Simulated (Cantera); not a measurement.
Mixture: CH4 : O2 : N2 = 1 : 1.25 : 4.7 (molar parts), equivalence ratio 1.6, at 7500 Torr, adiabatic and at constant volume. Ignition delay is the time to a rise of 400 K.

Computed with Cantera and GRI-Mech 3.0 (53 species, 325 reactions).

Question: What does this change do: pressure from 7500 Torr to 750 Torr?

Answer: 
| quantity | before | after |
|---|---|---|
| delay at 1198 K | 5.86 ms | 57.5 ms |
| delay at 1298 K | 1.78 ms | 14.6 ms |
| delay at 1398 K | 0.595 ms | 4.18 ms |
| delay at 1498 K | 0.216 ms | 1.36 ms |
| delay at 1598 K | 84.1 µs | 0.513 ms |
| apparent activation energy between 1548 and 1648 K | 190 kJ/mol | 190 kJ/mol |
